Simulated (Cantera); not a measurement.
A Cantera script and what it prints.

```python
import numpy as np
import cantera as ct

gas_names = """
    Cr CrO CrO2 CrO3 H HO2 H2 H2O H2O2 O OH O2 O3
""".split()
cond_names = """
    Cr(cr) Cr(L) Cr2O3(s) Cr2O3(L) H2O(s) H2O(L)
""".split()


def load(file, names, dense=False):
    # The tables refer to 1 bar. Condensed volumes are neglected.
    table = {s.name: s for s in ct.Species.list_from_file(file)}
    out = []
    for n in names:
        d = dict(table[n].input_data)
        d["thermo"] = dict(d["thermo"], **{"reference-pressure": 1e5})
        if dense:
            d["equation-of-state"] = {"model": "constant-volume", "density": "1e6 g/cm^3"}
        out.append(ct.Species.from_dict(d))
    return out


gas = ct.Solution(thermo="ideal-gas", species=load("nasa_gas.yaml", gas_names))
cond = {s.name: ct.Solution(thermo="fixed-stoichiometry", species=[s], name=s.name)
        for s in load("nasa_condensed.yaml", cond_names, dense=True)}
atoms = {
    'Cr': {'Cr': 1},
    'O2': {'O': 2},
    'H2': {'H': 2},
}
top_T = {}  # K; cautious upper limits of use, not melting points


def equilibrate(T, P, feed):
    n = {}
    for name, mol in feed.items():
        for a, k in atoms[name].items():
            n[a] = n.get(a, 0.0) + k * mol
    gas.TPX = T, P, n
    mass = sum(n.values()) * gas.mean_molecular_weight
    gas.equilibrate("TP")
    valid = [c for c in cond.values() if c.min_temp <= T <= top_T.get(c.name, c.max_temp)]
    mix = ct.Mixture([(gas, mass / gas.mean_molecular_weight)] + [(c, 0.0) for c in valid])
    mix.T, mix.P = T, P
    mix.equilibrate("TP", solver="vcs", rtol=1e-11, max_steps=5000)
    return mix


results = []
feed = {'Cr': 1, 'O2': 0.014, 'H2': 12}  # mol
P = 10000  # Pa
for T in [773, 923, 1073, 1223, 1373, 1523, 1673, 1823, 1973, 2123, 2273, 2423, 2573, 2723]:
    mix = equilibrate(T, P, feed)
    results.append((T, P, feed, dict(zip(mix.species_names, mix.species_moles))))
    x = sorted(zip(gas.X, gas.species_names), reverse=True)
    print(f"T = {T:g} K  P = {P:g} Pa  gas = {mix.phase_moles(0):.4g} mol")
    print("   x: " + "  ".join(f"{s} {v:.3e}" for v, s in x if v > 1e-05))
    print("   condensed (mol): " + ("  ".join(f"{mix.phase(i).name} {mix.phase_moles(i):.4g}"
          for i in range(1, mix.n_phases) if mix.phase_moles(i) > 1e-12) or "none"))
```

Result:

```
T = 773 K  P = 10000 Pa  gas = 12 mol
   x: H2 1.000e+00
   condensed (mol): Cr(cr) 0.9813  Cr2O3(s) 0.009333
T = 923 K  P = 10000 Pa  gas = 12 mol
   x: H2 1.000e+00
   condensed (mol): Cr(cr) 0.9814  Cr2O3(s) 0.009324
T = 1073 K  P = 10000 Pa  gas = 12 mol
   x: H2 1.000e+00  H2O 2.318e-05
   condensed (mol): Cr(cr) 0.9815  Cr2O3(s) 0.009241
T = 1223 K  P = 10000 Pa  gas = 12 mol
   x: H2 9.999e-01  H2O 1.300e-04
   condensed (mol): Cr(cr) 0.9824  Cr2O3(s) 0.008814
T = 1373 K  P = 10000 Pa  gas = 12 mol
   x: H2 9.995e-01  H2O 4.947e-04  H 1.053e-05
   condensed (mol): Cr(cr) 0.9853  Cr2O3(s) 0.007355
T = 1523 K  P = 10000 Pa  gas = 12 mol
   x: H2 9.985e-01  H2O 1.439e-03  H 7.303e-05
   condensed (mol): Cr(cr) 0.9927  Cr2O3(s) 0.003579
T = 1673 K  P = 10000 Pa  gas = 12 mol
   x: H2 9.972e-01  H2O 2.332e-03  H 3.596e-04  Cr 1.350e-04
   condensed (mol): Cr(cr) 0.9984
T = 1823 K  P = 10000 Pa  gas = 12.02 mol
   x: H2 9.950e-01  H2O 2.327e-03  H 1.367e-03  Cr 1.276e-03
   condensed (mol): Cr(cr) 0.9846
T = 1973 K  P = 10000 Pa  gas = 12.13 mol
   x: H2 9.850e-01  Cr 8.413e-03  H 4.235e-03  H2O 2.295e-03  CrO 1.284e-05
   condensed (mol): Cr(cr) 0.8978
T = 2123 K  P = 10000 Pa  gas = 12.6 mol
   x: H2 9.450e-01  Cr 4.175e-02  H 1.103e-02  H2O 2.147e-03  CrO 7.302e-05
   condensed (mol): Cr(cr) 0.4731
T = 2273 K  P = 10000 Pa  gas = 13.17 mol
   x: H2 8.969e-01  Cr 7.581e-02  H 2.516e-02  H2O 1.971e-03  CrO 1.471e-04
   condensed (mol): none
T = 2423 K  P = 10000 Pa  gas = 13.35 mol
   x: H2 8.708e-01  Cr 7.475e-02  H 5.232e-02  H2O 1.912e-03  CrO 1.629e-04  OH 2.172e-05
   condensed (mol): none
T = 2573 K  P = 10000 Pa  gas = 13.68 mol
   x: H2 8.263e-01  H 9.874e-02  Cr 7.295e-02  H2O 1.818e-03  CrO 1.761e-04  OH 4.885e-05
   condensed (mol): none
T = 2723 K  P = 10000 Pa  gas = 14.21 mol
   x: H2 7.574e-01  H 1.705e-01  Cr 7.018e-02  H2O 1.672e-03  CrO 1.852e-04  OH 9.850e-05  O 1.408e-05
   condensed (mol): none
```

These are equilibrium values from Cantera (NASA tables, ideal gas, pure condensed phases), not measurements of a reactor. Mutual solubility and eutectic melting of coexisting phases are not modelled.
